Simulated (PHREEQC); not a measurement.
NaOH is added in steps, without added water, to 1 kg of water holding 0.0022 mol CuCl2 and 7.3e-05 mol HCl, at 25 °C. Oxygen is held at 0.21 atm. No CO2 enters from the air. Nothing may precipitate in this run.

Base run: PHREEQC, ion-association model, wateq4f.dat. Each further column changes one thing. The table gives Cu+2 (mol/kgw).

| NaOH added (mol) | base | temperature from 25 to 65 °C | HCl from 7.3e-05 to 6.57e-05 mol/kgw | solids may form |
|---|---|---|---|---|
| 0 | 0.00218 | 0.00210 | 0.00218 | 0.00218 |
| 0.002656 | 0.000348 | 3.02e-5 | 0.000345 | 0.000472 |
| 0.004781 | 1.76e-10 | 2.44e-8 | 1.68e-10 | 7.12e-13 |
| 0.007437 | 2.07e-12 | 3.08e-10 | 2.06e-12 | 0 |
| 0.009562 | 7.37e-13 | 1.12e-10 | 7.35e-13 | 0 |
| 0.01222 | 3.34e-13 | 5.17e-11 | 3.33e-13 | 0 |
| 0.01434 | 2.12e-13 | 3.34e-11 | 2.12e-13 | 0 |
| 0.017 | 1.36e-13 | 2.19e-11 | 1.36e-13 | 0 |

In at least one series the solution becomes supersaturated in solids that the run did not let form, among them Cu(OH)2, Atacamite. The database's constant for dissolved Cu(OH)2 is higher than later reviews accept. Away from 25 °C the constants follow the database's enthalpies or fits; those with neither stay at their 25 °C values. Solids allowed in the column 'solids may form': Cu(OH)2, Atacamite, Halite.
